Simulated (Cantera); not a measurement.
Feed: 1 mol HF, 0.19 mol SO2, 5.3 mol N2, at 1648.15 K and 9.00 Torr.

Cantera equilibrium calculation (NASA polynomials, part measured and part estimated; ideal gas, pure solids and liquids). Candidate condensed phases: H2O, H2SO4, S; 62 gas species. Kinetics and transport are ignored.

Base state: N2 0.817, HF 0.154, SO2 0.0291, SO 0.000128, O2 4.11e-5, NO 3.37e-5, F 2.22e-5, H2O 1.03e-5 (mole fractions); condensed: gas only.

**Question.** What changes in the equilibrium state with this change: temperature from 1648.15 K to 2225 K?

**Answer.** 
```json
[
 {"species": "N2", "before": "0.817", "after": "0.813"},
 {"species": "HF", "before": "0.154", "after": "0.152"},
 {"species": "SO2", "before": "0.0291", "after": "0.0237"},
 {"species": "SO", "before": "0.000128", "after": "0.00511"},
 {"species": "H", "before": "3.34e-7", "after": "0.000442"},
 {"species": "S", "before": "2.60e-7", "after": "0.000319"}
]
```

**Question.** What changes in the equilibrium state with this change: temperature from 1648.15 K to 2973 K?

**Answer.** 
| species | before | after |
|---|---|---|
| N2 | 0.817 | 0.753 |
| HF | 0.154 | 0.108 |
| O | 1.48e-6 | 0.0376 |
| H | 3.34e-7 | 0.0322 |
| S | 2.60e-7 | 0.0192 |
| F | 2.22e-5 | 0.0347 |
| SO2 | 0.0291 | 0.000556 |
| N | <1e-9 | 9.26e-5 |
| SH | 1.66e-9 | 6.61e-5 |
| SN | <1e-9 | 1.20e-5 |
| S2 | 2.13e-8 | 8.07e-5 |
